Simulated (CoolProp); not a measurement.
Propylene along the isobar 0.826 MPa: density (kg/m³) from the reference equation and from simpler models built on Tc = 91.1 °C, pc = 4.555 MPa, ω = 0.146; each cubic takes its own stable root.

Computed with CoolProp (reference Helmholtz-energy equation of state, Lemmon 2013).

| T (°C) | phase | reference |
|---|---|---|
| -128.95 | liquid | 704.5 |
| -103.45 | liquid | 676.1 |
| -77.95 | liquid | 647.0 |
| -52.45 | liquid | 616.8 |
| -26.95 | liquid | 584.5 |
| -1.45 | liquid | 548.8 |
| 24.05 | gas | 16.22 |
| 49.55 | gas | 14.37 |
| 75.05 | gas | 12.99 |
| 100.55 | gas | 11.90 |
| 126.05 | gas | 11.00 |
| 151.45 | gas | 10.24 |
| 176.95 | gas | 9.593 |

How far does each simpler model (van der Waals, Redlich-Kwong, Soave-Redlich-Kwong, Peng-Robinson) lie from the reference over these 13 states: mean and median of the absolute difference, and the worst?


- van der Waals: mean 22.4 %, median 4.1 %, worst -96.8 % at -1.45 °C and 0.826 MPa
- Redlich-Kwong: mean 3.7 %, median 1.4 %, worst -9.4 % at -1.45 °C and 0.826 MPa
- Soave-Redlich-Kwong: mean 3.2 %, median 0.7 %, worst -7.3 % at -128.95 °C and 0.826 MPa
- Peng-Robinson: mean 2.7 %, median 0.7 %, worst +6.2 % at -52.45 °C and 0.826 MPa

At some of these states van der Waals gives the other phase, because its saturation line lies elsewhere.
